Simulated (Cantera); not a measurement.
A Cantera script and what it prints.

```python
import numpy as np
import cantera as ct

gas_names = """
    CL CLO CL2 O O2 O3 Si SiCL SiCL2 SiCL3 SiCL4 SiO SiO2 Si2 Si3 Ti TiCL TiCL2 TiCL3 TiCL4 TiO TiOCL
    TiOCL2 TiO2
""".split()
cond_names = """
    Si(cr) Si(L) SiO2(Lqz) SiO2(hqz) SiO2(L) Ti(a) Ti(b) Ti(L) TiCL2(s) TiCL3(s) TiCL4(L) TiO(a) TiO(b)
    TiO(L) TiO2(ru) TiO2(L) Ti2O3(a) Ti2O3(b) Ti2O3(L) Ti3O5(a) Ti3O5(b) Ti3O5(L) Ti4O7(s) Ti4O7(L)
""".split()


# ... load() reads the species with a 1 bar reference pressure and builds the phases ...
atoms = {
    'TiO2': {'Ti': 1, 'O': 2},
    'SiCl4': {'Si': 1, 'CL': 4},
    'O2': {'O': 2},
}
top_T = {'TiCL2(s)': 1300, 'TiCL3(s)': 1000}  # K; cautious upper limits of use, not melting points


# ... equilibrate(T, P, feed) seeds the gas with the atoms and calls Mixture.equilibrate('TP', solver="vcs", rtol=1e-11, max_steps=5000) ...
results = []
feed = {'TiO2': 1, 'SiCl4': 0.31, 'O2': 0.38}  # mol
P = 2200  # Pa
for T in [1150, 1225, 1300, 1375, 1450, 1525, 1600, 1675, 1750, 1825, 1900]:
    mix = equilibrate(T, P, feed)
    results.append((T, P, feed, dict(zip(mix.species_names, mix.species_moles))))
    x = sorted(zip(gas.X, gas.species_names), reverse=True)
    print(f"T = {T:g} K  P = {P:g} Pa  gas = {mix.phase_moles(0):.4g} mol")
    print("   x: " + "  ".join(f"{s} {v:.3e}" for v, s in x if v > 0.0001))
    print("   condensed (mol): " + ("  ".join(f"{mix.phase(i).name} {mix.phase_moles(i):.4g}"
          for i in range(1, mix.n_phases) if mix.phase_moles(i) > 1e-12) or "none"))
```

Result:

```
T = 1150 K  P = 2200 Pa  gas = 0.696 mol
   x: CL2 8.819e-01  O2 1.006e-01  CL 1.736e-02
   condensed (mol): SiO2(hqz) 0.31  TiO2(ru) 1
T = 1225 K  P = 2200 Pa  gas = 0.7034 mol
   x: CL2 8.618e-01  O2 9.968e-02  CL 3.820e-02  TiCL4 2.015e-04
   condensed (mol): SiO2(hqz) 0.31  TiO2(ru) 0.9999
T = 1300 K  P = 2200 Pa  gas = 0.7172 mol
   x: CL2 8.254e-01  O2 9.804e-02  CL 7.598e-02  TiCL4 5.072e-04  CLO 1.161e-04
   condensed (mol): SiO2(hqz) 0.31  TiO2(ru) 0.9996
T = 1375 K  P = 2200 Pa  gas = 0.7411 mol
   x: CL2 7.655e-01  CL 1.378e-01  O2 9.545e-02  TiCL4 1.082e-03  CLO 1.845e-04
   condensed (mol): SiO2(hqz) 0.31  TiO2(ru) 0.9992
T = 1450 K  P = 2200 Pa  gas = 0.7792 mol
   x: CL2 6.773e-01  CL 2.289e-01  O2 9.164e-02  TiCL4 1.939e-03  CLO 2.699e-04
   condensed (mol): SiO2(hqz) 0.31  TiO2(ru) 0.9985
T = 1525 K  P = 2200 Pa  gas = 0.8356 mol
   x: CL2 5.619e-01  CL 3.484e-01  O2 8.647e-02  TiCL4 2.871e-03  CLO 3.621e-04
   condensed (mol): SiO2(hqz) 0.31  TiO2(ru) 0.9976
T = 1600 K  P = 2200 Pa  gas = 0.9115 mol
   x: CL 4.859e-01  CL2 4.301e-01  O2 8.003e-02  TiCL4 3.443e-03  CLO 4.446e-04
   condensed (mol): SiO2(hqz) 0.31  TiO2(ru) 0.9968
T = 1675 K  P = 2200 Pa  gas = 1.001 mol
   x: CL 6.219e-01  CL2 3.012e-01  O2 7.298e-02  TiCL4 3.303e-03  CLO 5.010e-04
   condensed (mol): SiO2(hqz) 0.31  TiO2(ru) 0.9966
T = 1750 K  P = 2200 Pa  gas = 1.092 mol
   x: CL 7.364e-01  CL2 1.938e-01  O2 6.642e-02  TiCL4 2.548e-03  CLO 5.251e-04  TiOCL2 1.434e-04  O 1.300e-04
   condensed (mol): SiO2(L) 0.31  TiO2(ru) 0.997
T = 1825 K  P = 2200 Pa  gas = 1.169 mol
   x: CL 8.188e-01  CL2 1.172e-01  O2 6.133e-02  TiCL4 1.633e-03  CLO 5.235e-04  TiOCL2 2.644e-04  O 2.566e-04
   condensed (mol): SiO2(L) 0.31  TiO2(ru) 0.9977
T = 1900 K  P = 2200 Pa  gas = 1.224 mol
   x: CL 8.711e-01  CL2 6.854e-02  O2 5.793e-02  TiCL4 9.207e-04  CLO 5.077e-04  O 4.841e-04  TiOCL2 4.272e-04
   condensed (mol): SiO2(L) 0.31  TiO2(ru) 0.9983
```

Method: chemical equilibrium by Gibbs-energy minimisation in Cantera with the NASA 1993 tables (ideal gas, pure condensed phases). Mutual solubility and eutectic melting of coexisting phases are not modelled. The tables hold silica as quartz up to 1696 K and as liquid above; real silica turns to tridymite and cristobalite and melts near 1996 K. Condensed phases not in the tables: TiOCl, alloys, solid solutions and most ternary compounds.
